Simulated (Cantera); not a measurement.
A closed system holds: 1 mol PbO, 7.4 mol H2, 1.7 mol H2O, held at 1.10 mbar.

These are equilibrium values from Cantera (NASA tables, ideal gas, pure condensed phases), not measurements of a reactor. Candidate condensed phases: H2O, Pb, PbO, PbO2, Pb3O4; 12 gas species. Equilibrium is a limit: real reactors are often held back by kinetics, nucleation or transport. All values below are at 1277 °C.

Base state: H2 0.633, H2O 0.267, Pb 0.0989, H 0.000756, PbO 2.20e-5, OH 1.07e-5 (mole fractions); condensed: gas only.

What changes in the equilibrium state with this change: pressure from 1.10 mbar to 29.0 Pa?


```tsv
species	before	after
H2	0.633	0.632
H2O	0.267	0.267
Pb	0.0989	0.0989
H	0.000756	0.00147
OH	1.07e-5	2.09e-5
PbO	2.20e-5	2.20e-5
```
